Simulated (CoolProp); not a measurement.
Saturation properties of R152A.

Model: reference Helmholtz-energy equation of state, Outcalt 1996, in CoolProp. It is a modified Benedict-Webb-Rubin equation, recast in Helmholtz form.

| T (°C) | p (MPa) | enthalpy of vaporisation (kJ/kg) | vapour Z | surface tension (mN/m) | vapour viscosity (µPa s) | liquid conductivity (mW/(m K)) |
|---|---|---|---|---|---|---|
| -9.05 | 0.1884 | 316.1 | 0.9349 | 14.4 | 9.84 | 117 |
| -2.85 | 0.2380 | 310.0 | 0.9239 | 13.5 | 10.1 | 114 |
| 3.45 | 0.2983 | 303.6 | 0.9116 | 12.6 | 10.3 | 111 |
| 9.75 | 0.3697 | 296.9 | 0.8982 | 11.8 | 10.6 | 108 |
| 16.05 | 0.4535 | 289.9 | [?] | 10.9 | 10.8 | 105 |
| 22.25 | 0.5493 | 282.7 | 0.8678 | 10.1 | 11.1 | 102 |
| 28.55 | 0.6617 | 275.0 | 0.8506 | [?] | 11.4 | 99.5 |
| 34.85 | 0.7906 | 266.9 | 0.8319 | 8.41 | 11.6 | 96.8 |
| 41.15 | 0.9375 | 258.3 | 0.8119 | [?] | 11.9 | 94.0 |
| 47.45 | 1.104 | 249.3 | 0.7903 | 6.80 | 12.2 | 91.3 |
| 53.65 | 1.289 | 239.8 | 0.7674 | 6.03 | 12.6 | 88.7 |
| 59.95 | 1.499 | 229.4 | [?] | 5.27 | 12.9 | 86.0 |
| 66.25 | 1.734 | 218.3 | 0.7152 | 4.53 | 13.3 | 83.4 |
| 72.55 | 1.996 | 206.2 | 0.6857 | 3.80 | [?] | 80.7 |
| 78.75 | 2.281 | 193.1 | 0.6541 | 3.11 | [?] | 78.1 |

Task: Complete the blanks.

Result: 
- 16.05, vapour Z: 0.8835
- 28.55, surface tension (mN/m): 9.24
- 41.15, surface tension (mN/m): 7.60
- 59.95, vapour Z: 0.7423
- 72.55, vapour viscosity (µPa s): 13.7
- 78.75, vapour viscosity (µPa s): 14.3

It boils at -24.0 °C under 1 atm.

Viscosity comes from a separate model (Bell 2016), an estimate that may be off by 10 % or more. Thermal conductivity comes from a separate model (Krauss 1996). Surface tension comes from a separate correlation (Mulero 2012).
